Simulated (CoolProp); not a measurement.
Aqueous ammonia as a coolant, 21 % by mass, freezing at -39.7 °C, 1 atm.

Computed with CoolProp (Melinder's fits for secondary coolants).

```csv
T (°C),Prandtl number,cp (kJ/(kg K)),conductivity (W/(m K)),density (kg/m³)
-17.5,44.4,4.261,?,935.2
-14,37.8,4.254,0.416,934.0
-10.6,32.7,4.248,0.422,?
-7.1,28.3,4.243,0.428,931.6
-3.7,24.9,4.238,0.434,930.3
-0.2,21.9,?,0.440,928.9
3.2,19.4,4.229,0.446,?
6.7,17.2,4.225,0.452,925.9
10.2,15.4,?,0.458,924.3
13.6,13.8,4.219,0.464,922.7
17.1,?,4.216,0.470,921.0
20.5,11.2,4.213,0.476,919.3
```

### Question
Some entries are withheld; supply them.

### Answer

- -17.5, conductivity (W/(m K)): 0.410
- -10.6, density (kg/m³): 932.8
- -0.2, cp (kJ/(kg K)): 4.233
- 3.2, density (kg/m³): 927.4
- 10.2, cp (kJ/(kg K)): 4.222
- 17.1, Prandtl number: 12.4
